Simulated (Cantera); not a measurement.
# Reactions in the system H-Na-S

Cantera with NASA thermochemical tables; ideal gases at 1 bar, condensed phases pure. Values are per mole of reaction as written; species without (g) are pure solids or liquids, kept so even where they would boil at 1 bar.

Na2S + 2 H(g) ⇌ 2 Na + H2S(g)

```
T (K)  ΔH° (kJ)  ΔS° (J/K)  ΔG° (kJ)  log10 K  condensed phases
-----  --------  ---------  --------  -------  ----------------
300       -90.5      -17.5     -85.2    14.83    Na2S(s), Na(s)
450       -89.6      -15.4     -82.7     9.60    Na2S(s), Na(l)
600       -94.0      -23.8     -79.7     6.94    Na2S(s), Na(l)
750       -98.6      -30.6     -75.6     5.27    Na2S(s), Na(l)
900      -103.3      -36.3     -70.6     4.10    Na2S(s), Na(l)
1050     -108.0      -41.1     -64.8     3.22    Na2S(s), Na(l)
1200     -116.8      -48.9     -58.1     2.53    Na2S(s), Na(l)
1350     -133.3      -61.8     -49.8     1.93    Na2S(s), Na(l)
1500     -159.5      -80.1     -39.4     1.37    Na2S(l), Na(l)
```
